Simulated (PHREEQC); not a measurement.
**Hard or scaling water: speciation**

Solution (25 °C): 0.00016 mol/kgw Ca(HCO3)2, 0.00094 mol/kgw CO2 and 2.8e-07 mol/kgw H4SiO4. Closed to the air; pH follows from the charge balance.

Model: ion-association model, phreeqc.dat, run in PHREEQC.

Each row changes one thing in this solution. No solid was allowed to form.

```
case                                                  pH  ionic strength (mol/kgw)  CO2 (mol/kgw)  HCO3- (mol/kgw)  (CO2)2 (mol/kgw)  CO3-2 (mol/kgw)  SI of Quartz (SiO2)
--------------------------------------------------  ----  ------------------------  -------------  ---------------  ----------------  ---------------  -------------------
as made                                             5.88                  0.000480       0.000939         0.000321           1.62e-8          1.21e-8                -2.57
diluted 5-fold with water                           5.89                   9.73e-5       0.000187          6.53e-5          6.40e-10          2.46e-9                -3.27
Ca(HCO3)2 from 0.00016 to 0.000144 mol/kgw          5.83                  0.000433       0.000938         0.000289           1.62e-8          9.84e-9                -2.57
Ca(HCO3)2 left out                                     …                   2.03e-5       0.000920          2.03e-5           1.55e-8         4.79e-11                -2.57
Ca(HCO3)2 replaced by Li2CO3 at the same molality   5.96                  0.000321       0.000779         0.000321           1.11e-8                …                -2.57
H4SiO4 replaced by (NH4)2SiF6 at the same molality  5.87                  0.000481       0.000940         0.000320           1.62e-8          1.20e-8                -2.57
0.0016 mol/kgw NaCl added                              …                   0.00208       0.000939         0.000321           1.62e-8          1.28e-8                -2.57
```

**Question.** Some entries are withheld; supply them.

**Answer.** 
- Ca(HCO3)2 left out, pH: 4.69
- Ca(HCO3)2 replaced by Li2CO3 at the same molality, CO3-2 (mol/kgw): 1.45e-8
- 0.0016 mol/kgw NaCl added, pH: 5.86

Species that the database lacks are ignored. SiF6-2 is the database's only silicon fluoride.
